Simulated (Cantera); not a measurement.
Input: 1 mol SiCl4, 0.0068 mol C2H4, 550 mol H2, equilibrated at 0.00133 bar.

Equilibrium computed with Cantera from the NASA thermochemical tables; the gas is ideal and each condensed phase is pure. Candidate condensed phases: C, C6H6, C7H8, C8H18, Si, SiC; 109 gas species. Mutual solubility and eutectic melting of coexisting phases are not modelled. The tables' values for SiCl are old estimates; treat these amounts as uncertain. Gases not in the tables: Si2H6 and higher silanes. Kinetics and transport are ignored.

log p: log10 of the partial pressure in bar; n: condensed amount in mol.

```tsv
T (°C)	log p H2	log p H	log p HCl	log p Cl	log p Si	log p SiCl2	n Si(s)	n SiC(s)
802	-2.88	-9.27	-5.03	-11.47	___	-6.89	0.929	0.0136
952	-2.88	-7.95	-5.03	-10.16	___	-6.79	0.919	0.0136
1102	-2.88	-6.90	-5.03	-9.14	___	-6.73	0.908	0.0136
1252	-2.88	-6.07	-5.03	-8.32	___	-6.68	0.888	0.0136
1402	-2.88	-5.37	-5.04	-7.64	___	-6.64	0.683	0.0126
1552	-2.88	-4.80	-5.03	-7.06	-5.68	-7.04	0	0.00208
1702	-2.90	-4.31	-5.04	-6.58	-5.65	-7.95	0	0
1852	-2.92	-3.90	-5.07	-6.18	-5.65	-8.79	0	0
2002	-2.98	-3.56	-5.14	-5.86	-5.67	-9.59	0	0
2152	-3.09	-3.29	-5.27	-5.62	-5.71	-10.39	0	0
2302	-3.28	-3.10	-5.48	-5.46	___	-11.24	0	0
```

**Question.** What belongs in the gaps?

**Answer.** 
- 802, log p Si: -14.12
- 952, log p Si: -11.46
- 1102, log p Si: -9.39
- 1252, log p Si: -7.72
- 1402, log p Si: -6.36
- 2302, log p Si: -5.78
